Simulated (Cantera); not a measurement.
An adiabatic, constant-volume homogeneous reactor starts with 33.5 % H2, 14.0 % O2, 52.6 % N2, at 1100 K and 1.00 bar.

Detailed kinetics in Cantera: the H2/O2 subset of GRI-Mech 3.0, which has no nitrogen chemistry.

One state of this run: T (K) = 2954; P (bar) = 2.40; x H2 = 0.0812; x O2 = 0.00667; x H = 0.0253; x H2O2 = 5.45e-7; x O = 0.00510. x: mole fraction; the columns are a selection and need not sum to one.

### Question
Which value of t (s) does it belong to?
(A) 1.53e-5
(B) 3.00e-6
(C) 0.0528
(D) 7.80e-5

### Answer
C, 0.0528
